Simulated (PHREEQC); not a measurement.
Synthetic water in mg/kgw, 39 °C, pH 7.93, pe 9.8:

```
constituent         mg/kgw
------------------  ------
Na                    1920
K                     27.7
Ca                    8.98
Mg                     163
Cl                    2480
S(6) as SO4           1180
Alkalinity as HCO3   0.592
F                      5.7
```

Cl is adjusted to close the charge balance.
Valence states are taken as typed.

Model: ion-association model, phreeqc.dat, run in PHREEQC.

**Question.** The ionic strength comes out as 0.106 mol/kgw. What activity coefficients do NaSO4-, Ca+2, MgOH+, HCO3-, Na+ get?

**Answer.** NaSO4- 0.78, Ca+2 0.37, MgOH+ 0.79, HCO3- 0.78, Na+ 0.78.

This is a speciation only: nothing precipitates in the calculation. Complexes and solids missing from the database can't appear. Away from 25 °C the constants follow the database's enthalpies or fits; those with neither stay at their 25 °C values.
